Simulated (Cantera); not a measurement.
Input: 1 mol Fe2O3, 0.1 mol SO2, 5.9 mol CO2, 0.39 mol SO3, at 11.0 bar.

Equilibrium computed with Cantera from the NASA thermochemical tables; the gas is ideal and each condensed phase is pure. Candidate condensed phases: C, Fe, Fe(CO)5, FeO, FeS, FeSO4, FeS2, Fe2O3, Fe2(SO4)3, Fe3O4, S; 25 gas species. Mutual solubility and eutectic melting of coexisting phases are not modelled. Equilibrium is a limit: real reactors are often held back by kinetics, nucleation or transport.

log p: log10 of the partial pressure in bar; n: condensed amount in mol.

```
T (°C)  log p CO2  log p SO2  log p O2  log p SO3  log p CO  n Fe2O3(s)  n Fe3O4(s)
------  ---------  ---------  --------  ---------  --------  ----------  ----------
1200         0.99      -0.10     -0.50      -1.71     -4.25        1.00           0
1225         0.99      -0.10     -0.50      -1.77     -4.08        1.00           0
1250         0.99      -0.09     -0.50      -1.82     -3.92        1.00           0
1275         0.99      -0.09     -0.50      -1.87       [?]        1.00           0
1300         0.99      -0.09     -0.49      -1.92     -3.62        1.00           0
1325         0.99      -0.09     -0.49        [?]       [?]        1.00           0
1350         0.99      -0.09     -0.49      -2.02     -3.33        1.00           0
1375         0.99      -0.09     -0.49      -2.06     -3.19        1.00           0
1400         0.99      -0.09     -0.49      -2.11     -3.06        1.00           0
1425         0.99      -0.09     -0.39      -2.10     -2.99       0.669       0.221
1450         0.98      -0.10     -0.23      -2.07     -2.95           0       0.667
1475         0.98      -0.10     -0.23      -2.11     -2.83           0       0.667
1500         0.98      -0.10     -0.23      -2.15     -2.71           0       0.667
1525         0.98      -0.10     -0.23      -2.19     -2.60           0       0.667
```

**Question.** What belongs in the gaps?

**Answer.** 
- 1325, log p SO3: -1.97
- 1325, log p CO: -3.47
- 1275, log p CO: -3.77
